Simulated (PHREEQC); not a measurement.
# Acid rinse or clean

A solution holds 0.017 mol/kgw H2SO4, 0.00045 mol/kgw ZnSO4 and 0.084 mol/kgw MnSO4, at 25 °C. Closed to the air; pH follows from the charge balance.

The numbers come from PHREEQC with the ion-association model, phreeqc.dat.

This is a speciation only: nothing precipitates in the calculation.

What pH does the model give?

pH 1.94.

In which forms is S present?

SO4-2 45 %, MnSO4 35 %, HSO4- 19 % of the S.

Complexes and solids missing from the database can't appear.
